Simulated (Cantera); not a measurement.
Mixture: 7.83 % CH₄, 0.478 % C₂H₆, 19.3 % O₂, 72.4 % N₂, equivalence ratio 0.90, at 10.0 bar, adiabatic and at constant pressure. Ignition delay is the time to a rise of 400 K.

Model: GRI-Mech 3.0 (53 species, 325 reactions), integrated in Cantera.

### Question
At T0 = 1575 K, what is the delay, and which 8 reactions control it most (d ln τ / d ln k, from doubling and halving each rate constant)?

### Answer
The delay is 40.8 µs.
```csv
reaction,d ln τ / d ln k,faster rate
H + O2 <=> O + OH,-0.47,shortens it
CH3 + HO2 <=> CH3O + OH,-0.38,shortens it
CH4 + H <=> CH3 + H2,0.30,lengthens it
CH3 + O2 <=> CH3O + O,-0.29,shortens it
CH4 + OH <=> CH3 + H2O,0.21,lengthens it
2 CH3 (+M) <=> C2H6 (+M),0.19,lengthens it
C2H6 + OH <=> C2H5 + H2O,-0.13,shortens it
CH3 + O2 <=> CH2O + OH,-0.12,shortens it
```
